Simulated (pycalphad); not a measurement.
CALPHAD calculation (pycalphad, COST 507 light-alloy database (1999)), 1 atm. The data set is of 1999 and partly superseded. Diffusion is slow at the low end, where real alloys seldom reach equilibrium.

How does the equilibrium phase assembly of Si-0.86Cu (at.%) change on cooling from 1850 K to 530 K?


| T (K) | phases above | phases below |
|---|---|---|
| 1682.9 | liquid | diamond (Si) + liquid |
| 1073.6 | diamond (Si) + liquid | CU19SI6_ETA + diamond (Si) |
Changes were sought between steps of 40 K, so a narrower field can be missed.

Database names, with the compositions (at.%) that they take in these runs: CU19SI6_ETA: Cu 76 Si 24.
